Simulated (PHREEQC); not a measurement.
A made-up water analysis in mg/kgw, 20 °C, pH 5.82, pe 10.8: Na 4.31; K 0.333; Ca 6.44; Mg 1.34; Cl 10.2; S(6) as SO4 10.4; Alkalinity as HCO3 7.6; Cd 0.0537; N(5) as NO3 0.0667; Pb 0.0285; Si as SiO2 0.0681; Li 0.0065; Zn 0.0557.

Cl is adjusted to close the charge balance.
Valence states are taken as typed.

The numbers come from PHREEQC with the ion-association model, wateq4f.dat.

Each row changes one thing in this solution. This is a speciation only: nothing precipitates in the calculation.

```
case                                         CO2 (mol/kgw)  SO4-2 (mol/kgw)  CaSO4 (mol/kgw)  MgSO4 (mol/kgw)  Cd+2 (mol/kgw)  NaSO4- (mol/kgw)  SI of Quartz (SiO2)  SI of Otavite (CdCO3)
-------------------------------------------  -------------  ---------------  ---------------  ---------------  --------------  ----------------  -------------------  ---------------------
as made                                           0.000443         0.000105          2.40e-6          8.90e-7         4.55e-7           8.32e-8                -1.89                  -2.77
S(6) from 10.4 to 20.8 mg/kgw                     0.000443         0.000210          4.68e-6          1.73e-6         4.53e-7           1.65e-7                -1.89                  -2.78
pH from 5.82 to 6.12 at the same alkalinity       0.000221         0.000105          2.40e-6          8.90e-7         4.55e-7           8.32e-8                -1.89                  -2.48
Cd from 0.0537 to 0.107 mg/kgw                    0.000443         0.000105          2.40e-6          8.90e-7         9.07e-7           8.31e-8                -1.89                  -2.47
```
